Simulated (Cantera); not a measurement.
Input: 1 mol Nb2O5, 4.2 mol H2, 0.62 mol H2O, equilibrated at 973 K and 1 atm.

Equilibrium computed with Cantera from the NASA thermochemical tables; the gas is ideal and each condensed phase is pure. Candidate condensed phases: H2O, Nb, NbO, NbO2, Nb2O5; 12 gas species. Condensed phases not in the tables: the oxides between NbO2 and Nb2O5. Rates play no part.

Base state: H2 0.871, H2O 0.129 (mole fractions); condensed: Nb2O5(s).

**Question.** What changes in the equilibrium state with this change: temperature from 973 K to 1775 K?

**Answer.** 
| species | before | after |
|---|---|---|
| H2 | 0.871 | 0.809 |
| H2O | 0.129 | 0.191 |
| H | 1.00e-9 | 0.000259 |
| Nb2O5(s), mol | 1.00 | 0.699 |
| NbO2(s), mol | 0 | 0.601 |
Mutual solubility and eutectic melting of coexisting phases are not modelled.
